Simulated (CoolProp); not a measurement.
A single-stage vapour-compression cycle with hydrogen sulfide: evaporating at 210.15 K (dew point), condensing at 263.15 K (bubble point), superheat 10 K, subcooling 2 K, compressor efficiency 0.75, no pressure losses. Each further row changes one setting.

The numbers come from the reference Helmholtz-energy equation of state, Lemmon 2006 in CoolProp. It is a short technical equation, of lower accuracy than the large ones.

```tsv
case	cooling COP	pressure ratio	discharge temperature (K)	refrigerating effect (kJ/kg)	volumetric capacity (kJ/m³)
as stated	2.29	8.63	420.4	457	764
evaporating temperature 215.15 K	2.66	6.69	400.2	461	975
condensing temperature 258.15 K	2.59	7.34	402.0	467	781
subcooling 7 K	2.34	8.63	420.4	467	781
superheat 20 K	2.24	8.63	438.5	467	745
compressor efficiency 0.65	1.99	8.63	448.6	457	764
```
